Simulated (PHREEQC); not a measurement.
1 kg of water holding 0.032 mol/kgw KOH and 0.048 mol/kgw Na2SO4 meets 20 L of dry gas (N2 1 by moles) at fixed total pressure, at 50 °C; fugacities by Peng-Robinson. The gases take part in no redox reaction, some water evaporates into the gas, and hydrates or a liquid gas phase aren't modelled. No solid was allowed to form.

Equilibrium calculation in PHREEQC: ion-association model, phreeqc.dat.

```tsv
P (atm)	dissolved N2 (mol/kgw)	φ of N2
2	0.000932	1.000
5	0.00241	0.999
10	0.00485	0.998
20	0.00963	0.996
30	0.0143	0.994
40	0.0188	0.993
50	0.0233	0.992
75	0.0339	0.990
100	0.0440	0.990
150	0.0628	0.994
200	0.0799	1.003
300	0.111	1.034
400	0.138	1.078
```

Constants without temperature data keep their 25 °C values here.
